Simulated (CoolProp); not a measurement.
Values from CoolProp's reference Helmholtz-energy equation of state, Kamei 1995.

**Question.** For R22, give the phase and the cv (kJ/(kg K)), expansivity (1/kK), conductivity (mW/(m K)) at 119.95 °C and 178 bar; 119.95 °C and 285 bar; 119.95 °C and 356 bar.

**Answer.** 
- 119.95 °C and 178 bar: supercritical; cv 0.767, expansivity 4.40, conductivity 64.6
- 119.95 °C and 285 bar: supercritical; cv 0.763, expansivity 2.82, conductivity 74.1
- 119.95 °C and 356 bar: supercritical; cv 0.764, expansivity 2.38, conductivity 78.7

Thermal conductivity comes from a separate model (McLinden 2000), an estimate that may be off by 10 % or more.
